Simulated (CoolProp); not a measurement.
CH3F (R41) along the isotherm 339.4 K: Z from the reference equation and from simpler models built on Tc = 317.3 K, pc = 5906 kPa, ω = 0.200; each cubic takes its own stable root.

Model: reference Helmholtz-energy equation of state, Lemmon 2006, in CoolProp. It is a short technical equation, of lower accuracy than the large ones.

```csv
p (kPa),phase,reference,van der Waals,Redlich-Kwong
93.4,gas,0.9950,0.9960,0.9956
137,gas,0.9927,0.9941,0.9935
201,gas,0.9892,0.9914,0.9904
295,gas,0.9841,0.9873,0.9859
433,gas,0.9767,0.9813,0.9792
636,gas,0.9656,0.9723,0.9693
934,gas,0.9491,0.9588,0.9546
1370,gas,0.9246,0.9386,0.9325
2010,gas,0.8876,0.9076,0.8990
2950,gas,0.8307,0.8584,0.8468
4330,gas,0.7402,0.7757,0.7622
6360,supercritical,0.5831,0.6080,0.6080
9340,supercritical,0.3223,0.4008,0.3854
13700,supercritical,0.3316,0.4909,0.4251
20100,supercritical,0.4264,0.6490,0.5386
29500,supercritical,0.5706,0.8794,0.7089
```
